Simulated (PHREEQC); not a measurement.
Solution (25 °C): 0.036 mol HF, 0.023 mol H2SiF6 and 0.032 mol HNO3 per kg of water. Closed to the air; pH follows from the charge balance.

The numbers come from PHREEQC with the ion-association model, wateq4f.dat.

```tsv
quantity	before	after
pH	1.19	1.54
ionic strength (mol/kgw)	0.102	0.0329
HF (mol/kgw)	0.0305	0.0302
H2F2 (mol/kgw)	0.00248	0.00239
F- (mol/kgw)	0.000423	0.000843
HF2- (mol/kgw)	5.07e-5	9.84e-5
```

Problem. Name the change that produced these shifts.
A. HNO3 from 0.032 to 0.32 mol/kgw
B. H2SiF6 left out
C. HF left out

Solution. B, H2SiF6 left out

Precipitation was switched off in this run. SiF6-2 is the database's only silicon fluoride.
